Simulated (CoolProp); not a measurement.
Vapour-liquid equilibrium of R125 (1) + R1234yf (2) at 199.4 K; x and y are mole fractions of (1).

Computed with CoolProp (multi-fluid Helmholtz-energy mixture model, Lemmon 2005 and Lemmon 2022; pair parameters Bell 2023).

| x | bubble pressure, mixture model (MPa) | bubble pressure, Raoult's law (MPa) | y, mixture model | y, Raoult's law |
|---|---|---|---|---|
| 0.05 | 0.009372 | 0.009343 | 0.129 | 0.127 |
| 0.15 | 0.01092 | 0.01085 | 0.329 | 0.327 |
| 0.25 | 0.01244 | 0.01236 | 0.479 | 0.479 |
| 0.35 | 0.01395 | 0.01386 | 0.596 | 0.597 |
| 0.45 | 0.01545 | 0.01537 | 0.690 | 0.693 |
| 0.55 | 0.01695 | 0.01688 | 0.768 | 0.771 |
| 0.65 | 0.01844 | 0.01838 | 0.833 | 0.836 |
| 0.75 | 0.01992 | 0.01989 | 0.889 | 0.892 |
| 0.85 | 0.02142 | 0.02140 | 0.938 | 0.940 |
| 0.95 | 0.02291 | 0.02290 | 0.981 | 0.981 |

The largest gap from Raoult's law is +0.6 % in bubble pressure, at x = 0.25. No azeotrope shows between x = 0.05 and 0.95.

The pair parameters rest on a limited set of measurements; away from them the model extrapolates.
